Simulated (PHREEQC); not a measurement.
**Acid mine or pickling water: an equilibrium model**

Synthetic water in mg/L, 25 °C, pH 1.89, pe 9.3:

| constituent | mg/L |
|---|---|
| Na | 142 |
| K | 59 |
| Ca | 146 |
| Mg | 30.4 |
| Cl | 130 |
| S(6) as SO4 | 1920 |
| Cu(2) | 3.9 |

Valence states are taken as typed.

Computed with PHREEQC (ion-association model, phreeqc.dat).

Each row changes one thing in this solution. This is a speciation only: nothing precipitates in the calculation.

```tsv
case	ionic strength (mol/kgw)	SO4-2 (mol/kgw)	HSO4- (mol/kgw)	Ca+2 (mol/kgw)	K+ (mol/kgw)	CaSO4 (mol/kgw)	SI of Gypsum (CaSO4:2H2O)	SI of Sylvite (KCl)
as made	0.0448	0.0106	0.00761	0.00248	0.00146	0.00107	-0.64	-6.34
temperature from 25 to 50 °C at the same typed pH	0.0408	0.00789	0.0103	0.00254	0.00146	0.000959	-0.72	-6.46
Mg from 30.4 to 91.2 mg/L	0.0472	0.0101	0.00723	0.00253	0.00146	0.00102	-0.66	-6.34
K from 59 to 177 mg/L	0.0463	0.0106	0.00755	0.00249	0.00439	0.00105	-0.64	-5.87
all concentrations times 4 at the same typed pH	0.152	0.0447	0.0238	0.00752	0.00556	0.00645	+0.15	-5.25
```

Species that the database lacks are ignored. Some of these states are supersaturated (in Gypsum, for instance). At this temperature some constants are extrapolated from 25 °C, and those without enthalpy data are left unchanged.
